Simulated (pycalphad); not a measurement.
Effect of Si content in Mg-Si-Al

Computed with pycalphad from the COST 507 light-alloy database (1999), at 1 atm. These are 1990s assessments: newer ones move some temperatures and phases. Amounts are mole fractions of atoms. Kinetics are ignored, which matters at the lower temperatures.

Task: One of these alloys has its liquidus at 928 K, its solidus at 896 K, and holds hcp 0.95, MG2SI 0.05 at 400 K. Which?
A. Mg-1.19Si-0.82Al (at.%)
B. Mg-0.2Si-0.82Al (at.%)
C. Mg-2.37Si-0.82Al (at.%)
D. Mg-0.79Si-0.82Al (at.%)
E. Mg-1.58Si-0.82Al (at.%)
F. Mg-0.4Si-0.82Al (at.%)

Result: E, Mg-1.58Si-0.82Al (at.%). The others: Mg-0.2Si-0.82Al (at.%), liquidus 917, solidus 896; Mg-0.4Si-0.82Al (at.%), liquidus 915, solidus 896; Mg-0.79Si-0.82Al (at.%), liquidus 912, solidus 896; Mg-1.19Si-0.82Al (at.%), liquidus 908, solidus 896; Mg-2.37Si-0.82Al (at.%), liquidus 969, solidus 895

Database names, with the compositions (at.%) that they take in these runs: MG2SI: Mg 67 Si 33.
